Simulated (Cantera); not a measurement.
**Adiabatic ignition**

An adiabatic, constant-pressure homogeneous reactor starts with CH₄ : O₂ : N₂ = 1 : 2.27 : 8.55 (molar parts), at 1248 K and 1.00 bar.

Computed with Cantera and GRI-Mech 3.0 (53 species, 325 reactions).

| t (s) | T (K) | x CH₄ | x O₂ | x OH | x NO | x O | x N₂O |
|---|---|---|---|---|---|---|---|
| 1.00e-6 | 1248 | 0.0846 | 0.192 | 5.67e-12 | <1e-12 | 4.97e-12 | <1e-12 |
| 2.61e-6 | 1248 | 0.0846 | 0.192 | 1.56e-11 | <1e-12 | 1.28e-11 | <1e-12 |
| 6.81e-6 | 1248 | 0.0846 | 0.192 | 2.56e-11 | <1e-12 | 1.85e-11 | <1e-12 |
| 1.78e-5 | 1248 | 0.0846 | 0.192 | 4.52e-11 | <1e-12 | 2.64e-11 | <1e-12 |
| 4.64e-5 | 1248 | 0.0846 | 0.192 | 1.05e-10 | <1e-12 | 4.80e-11 | <1e-12 |
| 0.000121 | 1248 | 0.0846 | 0.192 | 3.13e-10 | <1e-12 | 1.12e-10 | <1e-12 |
| 0.000316 | 1248 | 0.0846 | 0.192 | 1.11e-9 | <1e-12 | 3.50e-10 | 1.45e-12 |
| 0.000825 | 1248 | 0.0846 | 0.192 | 4.50e-9 | <1e-12 | 1.52e-9 | 8.18e-12 |
| 0.00215 | 1248 | 0.0846 | 0.192 | 1.41e-8 | <1e-12 | 5.26e-9 | 3.31e-11 |
| 0.00562 | 1249 | 0.0843 | 0.192 | 2.80e-8 | <1e-12 | 9.94e-9 | 1.37e-10 |
| 0.0147 | 1257 | 0.0827 | 0.191 | 1.41e-7 | <1e-12 | 4.39e-8 | 1.03e-9 |
| 0.0383 | 2594 | <1e-12 | 0.0282 | 0.0142 | 0.00906 | 0.00383 | 4.87e-7 |
| 0.100 | 2594 | <1e-12 | 0.0280 | 0.0142 | 0.00933 | 0.00381 | 4.90e-7 |
x: mole fraction; the columns are a selection and need not sum to one.

| Quantity | Result |
|---|---|
| time of steepest temperature rise | 22.0 ms |
| temperature at 0.100 s | 2594 K |
| equilibrium temperature | 2594 K |
| x(CH₄) at 0.100 s | <1e-12 (gas-phase equilibrium <1e-12) |
| x(O₂) at 0.100 s | 0.0280 (gas-phase equilibrium 0.0280) |
| x(OH) at 0.100 s | 0.0142 (gas-phase equilibrium 0.0142) |
